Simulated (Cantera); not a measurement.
Charge: 1 mol SiCl4, 1.7 mol HCl, 13 mol H2, held at 1600000 Pa.

Method: chemical equilibrium by Gibbs-energy minimisation in Cantera with the NASA 1993 tables (ideal gas, pure condensed phases). Candidate condensed phases: Si; 19 gas species. The tables' values for SiCl3 are old estimates; treat these amounts as uncertain. Rates play no part. All values below are at 1023 K.

Base state: H2 0.824, HCl 0.112, SiCl4 0.0599, SiHCl3 0.00373, SiH2Cl2 2.57e-5, SiCl3 2.38e-5 (mole fractions); condensed: gas only.

### Question
What changes in the equilibrium state with this change: HCl from 1.7 to 0.73 mol?

### Answer
```csv
species,before,after
H2,0.824,0.875
SiCl4,0.0599,0.0600
HCl,0.112,0.0575
SiHCl3,0.00373,0.00772
SiH2Cl2,2.57e-5,0.000110
SiCl3,2.38e-5,4.79e-5
```
